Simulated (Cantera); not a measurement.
A freely propagating, adiabatic, planar premixed flame of 13.4 % CH3OH, 13.4 % O2, 50.4 % N2, 22.8 % H2O, equivalence ratio 1.5, unburnt at 600 K and 150000 Pa; unity-Lewis-number transport, grid criteria slope 0.08 and curve 0.16, no radiation.

Cantera simulation using GRI-Mech 3.0 (53 species, 325 reactions); the numbers are that mechanism's predictions, not measurements. GRI-Mech 3.0 was tuned for natural gas; its chemistry of methanol as a main component is partial and can be far from experiment. Unity Lewis numbers drop preferential diffusion, which matters most where H2 and H carry the flame. Burning velocities carry a grid error of a few per cent, more on coarse grids.

Question: Predict: laminar burning velocity; thermal thickness; peak x(CH2O); peak x(HCN); peak x(CH2CO).

Answer: 
- laminar burning velocity = 46.9 cm/s
- thermal thickness = 0.395 mm
- peak x(CH2O) = 0.00568
- peak x(HCN) = 3.98e-7
- peak x(CH2CO) = 4.48e-6
